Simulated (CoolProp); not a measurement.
A simple Rankine cycle with R141b: condensing at 311.15 K, boiler at 1.28 MPa, turbine inlet 406.4 K, turbine efficiency 0.6, pump efficiency 0.8, no recuperator. Each further row changes one setting.

The numbers come from the reference Helmholtz-energy equation of state, Lemmon 2006 in CoolProp. It is a short technical equation, of lower accuracy than the large ones.

```tsv
case	thermal efficiency (%)	net work (kJ/kg)	heat in (kJ/kg)	turbine exit temperature (K)	volume ratio over the turbine
as stated	11.0	31.0	281	347.5	10.8
turbine inlet 426.4 K	11.1	33.7	303	369.8	?
condensing temperature 303.15 K	11.9	34.6	290	342.4	14.2
boiler pressure 0.896 MPa	?	28.2	289	360.4	7.21
turbine efficiency 0.5	?	25.7	281	353.8	11.1
```

Task: What belongs in the gaps?

Result: 
- turbine inlet 426.4 K, volume ratio over the turbine: 10.5
- boiler pressure 0.896 MPa, thermal efficiency (%): 9.7
- turbine efficiency 0.5, thermal efficiency (%): 9.1
